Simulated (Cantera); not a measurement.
Equilibrium for fluorocarbon and chlorocarbon gases: CHF3 + H2

Charge: 1 mol CHF3, 9.8 mol H2, held at 2148 K and 0.0240 Torr.

These are equilibrium values from Cantera (NASA tables, ideal gas, pure condensed phases), not measurements of a reactor. Candidate condensed phases: C, C6H6, C7H8, C8H18; 95 gas species. Equilibrium is a limit: real reactors are often held back by kinetics, nucleation or transport.

```json
{
  "x(H)": "0.442",
  "x(H2)": "0.359",
  "x(HF)": "0.198",
  "x(C2H2 (acetylene))": "0.000688",
  "x(F)": "0.000175",
  "x(C3)": "2.57e-5",
  "x(C2H)": "2.53e-5",
  "x(C)": "1.85e-5",
  "x(C2)": "2.22e-6",
  "n(C(graphite))": "0.977 mol",
  "gas_amount": "15.15 mol"
}
```
